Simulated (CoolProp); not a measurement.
Methane along the isotherm -113.45 °C: fugacity coefficient from the reference equation and from simpler models built on Tc = -82.6 °C, pc = 4599 kPa, ω = 0.011; each cubic takes its own stable root.

Model: reference Helmholtz-energy equation of state, Setzmann 1991, in CoolProp.

| p (kPa) | phase | reference |
|---|---|---|
| 5750 | liquid | 0.2565 |
| 11500 | liquid | 0.1559 |
| 17200 | liquid | 0.1257 |
| 23000 | liquid | 0.1132 |
| 28700 | liquid | 0.1086 |
| 34500 | liquid | 0.1081 |
| 40200 | liquid | 0.1103 |
| 46000 | liquid | 0.1148 |

Q: How far does each simpler model (van der Waals, Soave-Redlich-Kwong) lie from the reference over these 8 states: mean and median of the absolute difference, and the worst?

A: 
- van der Waals: mean 78.8 %, median 78.0 %, worst +121.2 % at -113.45 °C and 46000 kPa
- Soave-Redlich-Kwong: mean 2.9 %, median 3.1 %, worst +3.2 % at -113.45 °C and 28700 kPa
